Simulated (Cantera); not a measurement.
**Ammonia decomposition in nitride growth gas**

An isothermal, constant-pressure homogeneous reactor starts with 4.35 % NH3, 95.7 % H2, at 2175 K and 1.38 atm.

Model: the gas-phase N/H chemistry of the illustrative SiF4/NH3 mechanism in the Surface Chemkin manual (1991), integrated in Cantera. Walls and surfaces, which speed up NH3 decomposition in real reactors, are not modelled.

```json
[
 {"t (s)": "2.00e-5", "x NH3": "0.0435", "x H2": "0.956", "x NH2": "2.26e-5", "x N": "1.02e-9", "x N2H2": "4.05e-10", "x N2H4": "9.03e-11", "x NH": "9.72e-8"},
 {"t (s)": "5.64e-5", "x NH3": "0.0434", "x H2": "0.956", "x NH2": "6.30e-5", "x N": "2.25e-8", "x N2H2": "4.74e-9", "x N2H4": "6.99e-10", "x NH": "7.61e-7"},
 {"t (s)": "0.000159", "x NH3": "0.0432", "x H2": "0.955", "x NH2": "0.000166", "x N": "4.14e-7", "x N2H2": "5.93e-8", "x N2H4": "4.84e-9", "x NH": "5.29e-6"},
 {"t (s)": "0.000448", "x NH3": "0.0421", "x H2": "0.955", "x NH2": "0.000287", "x N": "2.26e-6", "x N2H2": "2.70e-7", "x N2H4": "1.45e-8", "x NH": "1.63e-5"},
 {"t (s)": "0.00126", "x NH3": "0.0375", "x H2": "0.957", "x NH2": "0.000278", "x N": "2.56e-6", "x N2H2": "2.66e-7", "x N2H4": "1.36e-8", "x NH": "1.70e-5"},
 {"t (s)": "0.00356", "x NH3": "0.0273", "x H2": "0.962", "x NH2": "0.000221", "x N": "2.46e-6", "x N2H2": "1.81e-7", "x N2H4": "8.62e-9", "x NH": "1.49e-5"},
 {"t (s)": "0.0100", "x NH3": "0.0122", "x H2": "0.970", "x NH2": "0.000122", "x N": "2.08e-6", "x N2H2": "6.38e-8", "x N2H4": "2.60e-9", "x NH": "1.01e-5"},
 {"t (s)": "0.0283", "x NH3": "0.00282", "x H2": "0.974", "x NH2": "3.51e-5", "x N": "9.34e-7", "x N2H2": "6.23e-9", "x N2H4": "2.16e-10", "x NH": "3.65e-6"},
 {"t (s)": "0.0797", "x NH3": "0.000715", "x H2": "0.975", "x NH2": "9.22e-6", "x N": "2.65e-7", "x N2H2": "4.43e-10", "x N2H4": "1.49e-11", "x NH": "9.98e-7"},
 {"t (s)": "0.225", "x NH3": "0.000225", "x H2": "0.975", "x NH2": "2.91e-6", "x N": "8.42e-8", "x N2H2": "4.45e-11", "x N2H4": "1.49e-12", "x NH": "3.16e-7"},
 {"t (s)": "0.634", "x NH3": "7.68e-5", "x H2": "0.975", "x NH2": "9.92e-7", "x N": "2.87e-8", "x N2H2": "5.37e-12", "x N2H4": "<1e-12", "x NH": "1.08e-7"},
 {"t (s)": "1.79", "x NH3": "2.69e-5", "x H2": "0.975", "x NH2": "3.48e-7", "x N": "1.01e-8", "x N2H2": "<1e-12", "x N2H4": "<1e-12", "x NH": "3.78e-8"},
 {"t (s)": "5.03", "x NH3": "9.79e-6", "x H2": "0.975", "x NH2": "1.26e-7", "x N": "3.66e-9", "x N2H2": "<1e-12", "x N2H4": "<1e-12", "x NH": "1.37e-8"},
 {"t (s)": "14.2", "x NH3": "4.20e-6", "x H2": "0.975", "x NH2": "5.43e-8", "x N": "1.57e-9", "x N2H2": "<1e-12", "x N2H4": "<1e-12", "x NH": "5.90e-9"},
 {"t (s)": "40.0", "x NH3": "3.03e-6", "x H2": "0.975", "x NH2": "3.91e-8", "x N": "1.13e-9", "x N2H2": "<1e-12", "x N2H4": "<1e-12", "x NH": "4.25e-9"}
]
```
x: mole fraction; the columns are a selection and need not sum to one.

Equilibrium at this temperature and pressure: NH3 2.99e-6, H2 0.975, NH2 3.86e-8, N 1.12e-9, N2H2 <1e-12, N2H4 <1e-12, NH 4.20e-9 (gas phase only).
